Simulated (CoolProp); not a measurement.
Values from CoolProp's reference Helmholtz-energy equation of state, Lemmon 2006. It is a short technical equation, of lower accuracy than the large ones.

Q: For R141b, give the phase and the density (kg/m³), cp (kJ/(kg K)), speed of sound (m/s), fugacity coefficient at 202.1 K and 1.53 MPa.

A: 
- 202.1 K and 1.53 MPa: liquid; density 1410, cp 1.11, speed of sound 1210, fugacity coefficient 0.000190
